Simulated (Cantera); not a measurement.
Input: 1 mol trisilylamine, 0.71 mol NH3, held at 1652 °C and 1.10 mbar.

Method: chemical equilibrium by Gibbs-energy minimisation in Cantera with the NASA 1993 tables (ideal gas, pure condensed phases). Candidate condensed phases: Si, Si3N4; 18 gas species. The feed counts by its element totals alone. The tables' values for SiN are old estimates; treat these amounts as uncertain. Gases not in the tables: Si2H6 and higher silanes. Rates play no part.

Question: What is the equilibrium state?

Answer: 
```json
{
 "x(H2)": "0.828",
 "x(N2)": "0.129",
 "x(H)": "0.0262",
 "x(Si)": "0.0158",
 "x(SiH)": "0.000389",
 "x(Si2)": "0.000136",
 "x(Si2N)": "8.35e-5",
 "x(SiN)": "5.91e-5",
 "x(SiH2)": "5.64e-5",
 "n(Si(l))": "2.89 mol",
 "gas_amount": "6.614 mol"
}
```
